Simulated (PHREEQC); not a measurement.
0.087 g of hydrous ferric oxide (600 m²/g; 0.2 weak and 0.005 strong sites per Fe, Dzombak-Morel constants, diffuse double layer) in 1 kg of water with 0.005 mol/kgw of an inert sodium salt and 1.2e-05 mol PbCl2, at 25 °C; the pH is set by adding NaOH or the inert anion's acid. Oxygen is held at 0.21 atm. CO2 from the air is kept out. Precipitation was switched off in this run.

Base run: PHREEQC, ion-association model, wateq4f.dat. Each further column changes one thing. The table gives surface charge σ (C/m²).

```tsv
pH	base	background salt from 0.005 to 0.0005 mol/kgw	oxide from 0.087 to 0.43 g/kgw
3	0.303	(withheld)	0.305
4	0.184	(withheld)	0.185
5	0.093	0.041	0.092
6	0.041	0.015	0.038
7	0.015	(withheld)	0.013
8	0.002	0.001	0.001
9	-0.008	(withheld)	-0.009
```

### Question
Fill in the missing entries.

### Answer

- 3, background salt from 0.005 to 0.0005 mol/kgw: 0.241
- 4, background salt from 0.005 to 0.0005 mol/kgw: 0.100
- 7, background salt from 0.005 to 0.0005 mol/kgw: 0.005
- 9, background salt from 0.005 to 0.0005 mol/kgw: -0.003

The oxide is taken as insoluble; below pH 4 it would dissolve.
